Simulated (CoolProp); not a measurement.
Vapour pressure (bar) of m-xylene: the reference equation beside estimates from Tc = 616.9 K, pc = 35.35 bar, ω = 0.326. Clausius-Clapeyron is anchored at 395.6 K with a constant enthalpy of vaporisation of 37.15 kJ/mol.

Computed with CoolProp (reference Helmholtz-energy equation of state, Zhou 2012).

| T (K) | reference | Lee-Kesler | Clausius-Clapeyron | van der Waals | Redlich-Kwong | Soave-Redlich-Kwong | Peng-Robinson |
|---|---|---|---|---|---|---|---|
| 395.6 | 0.6347 | 0.6239 | 0.6347 | 4.462 | 1.409 | 0.6259 | 0.6333 |
| 408.4 | 0.9137 | 0.9047 | 0.9042 | 5.298 | 1.895 | 0.9057 | 0.9112 |
| 421.2 | 1.282 | 1.277 | 1.261 | 6.232 | 2.496 | 1.277 | 1.278 |
| 434.1 | 1.762 | 1.764 | 1.728 | 7.278 | 3.230 | 1.762 | 1.757 |
| 446.9 | 2.365 | 2.377 | 2.321 | 8.422 | 4.102 | 2.375 | 2.361 |
| 459.7 | 3.118 | 3.141 | 3.065 | 9.677 | 5.129 | 3.141 | 3.114 |
| 472.5 | 4.041 | 4.078 | 3.989 | 11.05 | 6.326 | 4.084 | 4.040 |
| 485.4 | 5.169 | 5.221 | 5.128 | 12.54 | 7.717 | 5.238 | 5.174 |
| 498.2 | 6.510 | 6.575 | 6.496 | 14.15 | 9.294 | 6.611 | 6.525 |

Absolute difference from the reference over all 9 rows, mean and median: Lee-Kesler 0.8 and 0.9 %, Clausius-Clapeyron 1.2 and 1.3 %, van der Waals 298.0 and 256.1 %, Redlich-Kwong 77.1 and 73.4 %, Soave-Redlich-Kwong 0.9 and 0.9 %, Peng-Robinson 0.2 and 0.2 %.
